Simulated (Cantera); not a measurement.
A freely propagating, adiabatic, planar premixed flame of 3.08 % C3H8, 16.7 % O2, 62.9 % N2, 17.3 % H2O, equivalence ratio 0.92, unburnt at 475 K and 280000 Pa; mixture-averaged transport, grid criteria slope 0.08 and curve 0.16, no radiation.

Model: GRI-Mech 3.0 (53 species, 325 reactions), integrated in Cantera. GRI-Mech 3.0 was tuned for natural gas; its chemistry of propane as a main component is partial and can be far from experiment. Burning velocities carry a grid error of a few per cent, more on coarse grids.

Problem. Predict: laminar burning velocity; thermal thickness; peak x(CH2O); peak x(CH3).

Solution. 
```json
{
 "laminar_burning_velocity": "37.1 cm/s",
 "thermal_thickness": "0.234 mm",
 "peak x(CH2O)": "0.00157",
 "peak x(CH3)": "0.000745"
}
```
